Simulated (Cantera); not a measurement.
An adiabatic, constant-volume homogeneous reactor starts with CH4 : CO : O2 : N2 = 1 : 0.012 : 3.36 : 12.6 (molar parts), equivalence ratio 0.60, at 1425 K and 130000 Pa.

Detailed kinetics in Cantera: GRI-Mech 3.0 (53 species, 325 reactions).

**Question.** Predict: time of steepest temperature rise; temperature at 0.200 s; equilibrium temperature; x(CO) at 0.200 s; x(O2) at 0.200 s; x(CO2) at 0.200 s.

**Answer.** 
| Quantity | Result |
|---|---|
| time of steepest temperature rise | 1.63 ms |
| temperature at 0.200 s | 2663 K |
| equilibrium temperature | 2663 K |
| x(CO) at 0.200 s | 0.00976 (gas-phase equilibrium 0.00976) |
| x(O2) at 0.200 s | 0.0709 (gas-phase equilibrium 0.0709) |
| x(CO2) at 0.200 s | 0.0491 (gas-phase equilibrium 0.0491) |
